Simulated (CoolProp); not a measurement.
Vapour-liquid equilibrium of propylene (1) + R134a (2) at -57.75 °C; x and y are mole fractions of (1).

Model: multi-fluid Helmholtz-energy mixture model, Lemmon 2013 and Tillner-Roth 1994; pair parameters Bell 2016, in CoolProp.

**Question.** Give the bubble pressure and the first vapour's composition at x = 0.2, 0.35, 0.65. Is there an azeotrope?

**Answer.** x = 0.2: 0.4825 bar, y = 0.674; x = 0.35: 0.5668 bar, y = 0.746; x = 0.65: 0.6212 bar, y = 0.801. y crosses x between x = 0.8 and 0.95: the model has an azeotrope there.

Pair parameters are fitted to limited data, so mixtures are less certain than the pure fluids. With so large a gap from Raoult's law the liquid may split in two, which this calculation doesn't test in full.
